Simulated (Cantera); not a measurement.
What does this Cantera script print?

```python
import numpy as np
import cantera as ct

gas_names = """
    H HO2 H2 H2O H2O2 O OH O2 O3 Ti TiO TiO2
""".split()
cond_names = """
    H2O(s) H2O(L) Ti(a) Ti(b) Ti(L) TiO(a) TiO(b) TiO(L) TiO2(ru) TiO2(L) Ti2O3(a) Ti2O3(b) Ti2O3(L)
    Ti3O5(a) Ti3O5(b) Ti3O5(L) Ti4O7(s) Ti4O7(L)
""".split()


def load(file, names, dense=False):
    # The tables refer to 1 bar. Condensed volumes are neglected.
    table = {s.name: s for s in ct.Species.list_from_file(file)}
    out = []
    for n in names:
        d = dict(table[n].input_data)
        d["thermo"] = dict(d["thermo"], **{"reference-pressure": 1e5})
        if dense:
            d["equation-of-state"] = {"model": "constant-volume", "density": "1e6 g/cm^3"}
        out.append(ct.Species.from_dict(d))
    return out


gas = ct.Solution(thermo="ideal-gas", species=load("nasa_gas.yaml", gas_names))
cond = {s.name: ct.Solution(thermo="fixed-stoichiometry", species=[s], name=s.name)
        for s in load("nasa_condensed.yaml", cond_names, dense=True)}
atoms = {
    'Ti': {'Ti': 1},
    'O2': {'O': 2},
    'H2': {'H': 2},
}
top_T = {}  # K; cautious upper limits of use, not melting points


def equilibrate(T, P, feed):
    n = {}
    for name, mol in feed.items():
        for a, k in atoms[name].items():
            n[a] = n.get(a, 0.0) + k * mol
    gas.TPX = T, P, n
    mass = sum(n.values()) * gas.mean_molecular_weight
    gas.equilibrate("TP")
    valid = [c for c in cond.values() if c.min_temp <= T <= top_T.get(c.name, c.max_temp)]
    mix = ct.Mixture([(gas, mass / gas.mean_molecular_weight)] + [(c, 0.0) for c in valid])
    mix.T, mix.P = T, P
    mix.equilibrate("TP", solver="vcs", rtol=1e-11, max_steps=5000)
    return mix


results = []
feed = {'Ti': 1, 'O2': 0.057, 'H2': 4}  # mol
P = 73000  # Pa
for T in [1000, 1100, 1200, 1300, 1400, 1500, 1600, 1700, 1800, 1900, 2000, 2100, 2200]:
    mix = equilibrate(T, P, feed)
    results.append((T, P, feed, dict(zip(mix.species_names, mix.species_moles))))

top = {s: max(r[3][s] / sum(r[3][g] for g in gas_names) for r in results) for s in gas_names}
cols = sorted((s for s in top if top[s] > 0.001), key=lambda s: -top[s])[:7]
seen = [c for c in cond_names if any(r[3].get(c, 0) > 1e-12 for r in results)]
print("log10 of partial pressures in bar; condensed amounts in mol")
print(f"{'T/K':>10s}" + "".join(f"{s[:9]:>10s}" for s in cols + seen))
for T, P, feed, n in results:
    ng = sum(n[g] for g in gas_names)
    print(f"{T:10.4g}" + "".join(f"{np.log10(max(n[s] / ng * P / 1e5, 1e-99)):10.3f}" for s in cols)
          + "".join(f"{n.get(c, 0):10.4g}" for c in seen))
```

It prints:

```
log10 of partial pressures in bar; condensed amounts in mol
       T/K        H2         H     Ti(a)     Ti(b)     Ti(L)    TiO(a)    TiO(b)    TiO(L)
      1000    -0.137    -8.712     0.886         0         0     0.114         0         0
      1100    -0.137    -7.656     0.886         0         0     0.114         0         0
      1200    -0.137    -6.773         0     0.886         0     0.114         0         0
      1300    -0.137    -6.024         0     0.886         0         0     0.114         0
      1400    -0.137    -5.381         0     0.886         0         0     0.114         0
      1500    -0.137    -4.823         0     0.886         0         0     0.114         0
      1600    -0.137    -4.333         0     0.886         0         0     0.114         0
      1700    -0.137    -3.900         0     0.886         0         0     0.114         0
      1800    -0.137    -3.514         0     0.886         0         0     0.114         0
      1900    -0.137    -3.169         0     0.886         0         0     0.114         0
      2000    -0.138    -2.858         0         0     0.886         0     0.114         0
      2100    -0.138    -2.576         0         0    0.8858         0         0     0.114
      2200    -0.140    -2.319         0         0    0.8854         0         0    0.1139
```

Equilibrium computed with Cantera from the NASA thermochemical tables; the gas is ideal and each condensed phase is pure. Each liquid is taken as pure. Mutual solubility and eutectic melting of coexisting phases are not modelled. TiO: taken at fixed stoichiometry. Condensed phases not in the tables: N, O or C dissolved in the metal.
